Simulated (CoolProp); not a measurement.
A Linde-Hampson liquefier for dry air: isothermal reversible compression at 290 K from 1 atm to 10 MPa, throttling to 1 atm, return gas leaving the recuperator 0 K below the feed. Each further row changes one setting.

Model: reference Helmholtz-energy equation of state, Lemmon 2000, in CoolProp. It is a pseudo-pure fit of the blend.

| case | liquid yield per pass | compression work (kJ/kg of gas) |
|---|---|---|
| as stated | 0.052 | 380 |
| high pressure 20 MPa | 0.089 | 438 |
| warm-end temperature 320 K | 0.039 | 421 |
| warm-end gap 5 K | 0.041 | 380 |
